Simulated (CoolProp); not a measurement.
The fluid at 293.15 K and 0.854 MPa is throttled through a valve to 0.128 MPa with no heat exchange. The same conditions are run with several fluids, on thermodynamics alone (safety and materials aside).

The numbers come from the reference Helmholtz-energy equation of state of each fluid (propylene: Lemmon 2013; R13: Platzer 1990; fluorine: de Reuck 1990; C2F6 (R116): Lemmon 2006; hydrogen sulfide: Lemmon 2006) in CoolProp. The equations of Platzer and Polt are older, rougher fits.

Rank propylene, R13, fluorine, C2F6 (R116), hydrogen sulfide by temperature change (K), highest first.

fluorine (-1.4), C2F6 (R116) (-6.9), R13 (-9.3), hydrogen sulfide (-13.9), propylene (-15.5)

| fluid | final density (kg/m³) |
|---|---|
| propylene | 2.39 |
| R13 | 5.74 |
| fluorine | 2.01 |
| C2F6 (R116) | 7.54 |
| hydrogen sulfide | 1.90 |
